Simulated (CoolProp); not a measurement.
Methanol along the isobar 6.91 bar: Z from the reference equation and from simpler models built on Tc = 240.2 °C, pc = 82.16 bar, ω = 0.565; each cubic takes its own stable root.

Values from CoolProp's reference Helmholtz-energy equation of state, de Reuck 1993.

```tsv
T (°C)	phase	reference
-63.25	liquid	0.01457
-41.95	liquid	0.01355
-20.75	liquid	0.01272
0.55	liquid	0.01202
21.75	liquid	0.01143
43.05	liquid	0.01094
64.25	liquid	0.01053
85.55	liquid	0.01021
106.85	liquid	0.009961
128.05	gas	0.8836
149.35	gas	0.9243
170.55	gas	0.9437
191.85	gas	0.9562
```

### Question
How far does each simpler model (Redlich-Kwong, Soave-Redlich-Kwong, Peng-Robinson) lie from the reference over these 13 states: mean and median of the absolute difference, and the worst?

### Answer
- Redlich-Kwong: mean 1414.4 %, median 37.7 %, worst +9231.4 % at 106.85 °C and 6.91 bar
- Soave-Redlich-Kwong: mean 21.9 %, median 30.1 %, worst +32.9 % at -63.25 °C and 6.91 bar
- Peng-Robinson: mean 11.7 %, median 15.4 %, worst +18.7 % at -63.25 °C and 6.91 bar

At some of these states Redlich-Kwong gives the other phase, because its saturation line lies elsewhere.
